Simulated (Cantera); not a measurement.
Feed: 1 mol Si, 0.03 mol CO2, 29 mol H2, equilibrated at 2000 K and 73.0 Pa.

Equilibrium computed with Cantera from the NASA thermochemical tables; the gas is ideal and each condensed phase is pure. Candidate condensed phases: C, C6H6, C7H8, C8H18, H2O, Si, SiC, SiO2; 123 gas species. Gases not in the tables: Si2H6 and higher silanes. Equilibrium is a limit: real reactors are often held back by kinetics, nucleation or transport.

### Question
What is the equilibrium state?

### Answer
```
Item                                        Value
--------------------------------------  ---------
x(H2)                                       0.910
x(H)                                       0.0574
x(Si)                                      0.0295
x(SiO)                                    0.00129
x(CO)                                    0.000653
x(SiH)                                   0.000517
x(Si2C)                                  0.000312
x(Si2)                                   0.000152
x(SiH2)                                   4.79e-5
gas amount                              30.88 mol
log10 activity of Si(l) (absent)            -0.30
log10 activity of C(graphite) (absent)      -1.37
```
